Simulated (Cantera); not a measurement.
A perfectly stirred reactor is fed with CH4 : H2 : O2 : N2 : H2O = 1 : 1 : 3.47 : 13.1 : 0.6 (molar parts), equivalence ratio 0.72, at 100000 Pa; it is adiabatic with a 775 K inlet, and is followed from long to short residence time, starting on the burning branch (τ in s: 0.24, 0.12, 0.054, 0.026, 0.012, 0.0057, 0.0027, 0.0013, 0.0006, 0.00028, 0.00013, 6.3e-05, 3e-05).

Model: GRI-Mech 3.0 (53 species, 325 reactions), integrated in Cantera.

x: mole fraction; the columns are a selection and need not sum to one.

```tsv
τ (s)	T (K)	x CH4	x H2	x O2	x CO2	x OH
0.24	2195	(withheld)	0.000990	0.0502	0.0520	0.00482
0.12	2195	(withheld)	0.00104	0.0507	0.0519	0.00495
0.054	2193	(withheld)	0.00115	0.0511	0.0517	0.00519
0.026	2188	(withheld)	0.00135	0.0514	0.0513	0.00557
0.012	2176	(withheld)	0.00174	0.0517	0.0507	0.00624
0.0057	2156	(withheld)	0.00240	0.0522	0.0496	0.00719
0.0027	2126	(withheld)	0.00344	0.0529	0.0480	0.00835
0.0013	2084	(withheld)	0.00485	0.0540	0.0458	0.00953
0.00060	2026	(withheld)	0.00673	0.0555	0.0431	0.0106
0.00028	1957	(withheld)	0.00886	0.0576	0.0397	0.0112
0.00013	1876	(withheld)	0.0111	0.0608	0.0355	0.0112
6.3e-5	1791	(withheld)	0.0135	0.0656	0.0296	0.0103
3.0e-5	1690	(withheld)	0.0177	0.0754	0.0202	0.00819
```

**Question.** Complete the blanks.

**Answer.** 
- 0.24, x CH4: 7.12e-7
- 0.12, x CH4: 1.37e-6
- 0.054, x CH4: 2.86e-6
- 0.026, x CH4: 5.38e-6
- 0.012, x CH4: 9.94e-6
- 0.0057, x CH4: 1.71e-5
- 0.0027, x CH4: 2.86e-5
- 0.0013, x CH4: 4.76e-5
- 0.00060, x CH4: 8.41e-5
- 0.00028, x CH4: 0.000156
- 0.00013, x CH4: 0.000314
- 6.3e-5, x CH4: 0.000682
- 3.0e-5, x CH4: 0.00191
